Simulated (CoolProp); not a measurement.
Computed with CoolProp (reference Helmholtz-energy equation of state, Lemmon 2006). It is a short technical equation, of lower accuracy than the large ones.

### Question
For nitrous oxide, give the phase and the cp (kJ/(kg K)), isothermal compressibility (1/MPa), expansivity (1/kK) at 134.65 °C and 45.3 bar; 134.65 °C and 136 bar.

### Answer
- 134.65 °C and 45.3 bar: gas; cp 1.11, isothermal compressibility 0.242, expansivity 3.36
- 134.65 °C and 136 bar: supercritical; cp 1.58, isothermal compressibility 0.0944, expansivity 6.22
